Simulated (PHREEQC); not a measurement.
PHREEQC input (ion-association model, phreeqc.dat):

```
SOLUTION_MASTER_SPECIES
  Amm  AmmH+  0  AmmH  17.031  # ammonia with no redox link, constants of NH4+
SOLUTION_SPECIES
  AmmH+ = AmmH+
    -log_k 0
    -gamma 2.5 0
    -dw 1.98e-9
  AmmH+ = Amm + H+
    -log_k -9.252
    -delta_h 12.48 kcal
    -analytic 0.6322 -0.001225 -2835.76
    -dw 2.28e-9
  AmmH+ + SO4-2 = AmmHSO4-
    -log_k 1.11
PHASES
  Amm(g)
    Amm = Amm
    -log_k 1.7966
    -analytic -18.758 3.3670e-4 2.5113e3 4.8619 39.192
    -T_c 405.6
    -P_c 111.3
    -Omega 0.25
EXCHANGE_SPECIES
  AmmH+ + X- = AmmHX
    -log_k 0.6
    -gamma 2.5 0
    -delta_h -2.4
SOLUTION 0
  temp 25
  units mmol/kgw
  pH 7 charge
  S(6) 0.78
  Amm 1.56
  Cl 0.01
  O(0) 1 O2(g) -0.68
SOLUTION 1-30
  temp 25
  units mmol/kgw
  pH 7 charge
  Br 67
  K 67
  Cl 3.41
  Na 3.4
  O(0) 1 O2(g) -0.68
END
EXCHANGE 1-30
  X 0.00066
  -equilibrate 1
END
SELECTED_OUTPUT 1
  -reset false
  -pH true
  -pe true
  -ionic_strength true
  -water true
  -step true
  -totals Amm Br Cl K Na S S(-2) S(6)
  -molalities NaX AmmHX KX
  -saturation_indices Halite Sylvite
PRINT
  -reset false
TRANSPORT
  -cells 30
  -shifts 90
  -lengths 0.00333333
  -time_step 3600
  -dispersivities 0.008
  -boundary_conditions flux flux
  -correct_disp true
  -punch_cells 30
  -punch_frequency 3
END
# ... the last block is repeated for the other 30 points of pore volumes
```

Selected output (columns that matter, 14 of 31 rows; pore volumes added in front):

```
pore volumes	pH	mu	Amm	Br	Cl	K	Na	S	si_Halite	si_Sylvite
0	5.0758	0.07041	0	0.067	0.00341	0.067	0.0034	0	-6.7014	-4.7454
0.2167	5.0758	0.070409	1.709e-08	0.066999	0.00341	0.066999	0.0034	1.014e-08	-6.7014	-4.7454
0.5167	5.075	0.066	9.4084e-05	0.062675	0.0031905	0.062681	0.0031806	5.0354e-05	-6.7549	-4.7984
0.7167	5.0723	0.052957	0.00037256	0.049874	0.0025409	0.0499	0.0025312	0.00019937	-6.9384	-4.9804
0.9167	5.0682	0.037028	0.00070228	0.034223	0.0017467	0.034283	0.0017373	0.00038158	-7.2424	-5.2822
1.2167	5.0609	0.018874	0.0010364	0.016351	0.00083976	0.016492	0.00083133	0.00058964	-7.8443	-5.8797
1.4167	5.0564	0.011763	0.0011309	0.0093343	0.00048368	0.0095437	0.00047608	0.00067133	-8.3048	-6.3348
1.6167	5.0525	0.0075372	0.001159	0.0051588	0.00027179	0.0054364	0.00026506	0.00071994	-8.7925	-6.8121
1.8167	5.0495	0.0051438	0.0011582	0.0027907	0.00015162	0.0031236	0.00014558	0.00074751	-9.2939	-7.2935
2.1167	5.0466	0.0034187	0.0011644	0.0010822	6.492e-05	0.0014484	5.9182e-05	0.0007674	-10.042	-7.9842
2.3167	5.0454	0.0029008	0.0011939	0.00056918	3.8884e-05	0.00091814	3.2754e-05	0.00077337	-10.517	-8.4007
2.5167	5.0446	0.0026265	0.0012425	0.00029762	2.5103e-05	0.00060506	1.8265e-05	0.00077654	-10.959	-8.7696
2.8167	5.044	0.0024384	0.0013296	0.00011171	1.5669e-05	0.00033754	7.6635e-06	0.0007787	-11.539	-9.2261
3.0167	5.0437	0.0023838	0.0013841	5.7938e-05	1.294e-05	0.00023115	4.2988e-06	0.00077933	-11.873	-9.4731
```

Species that the database lacks are ignored.
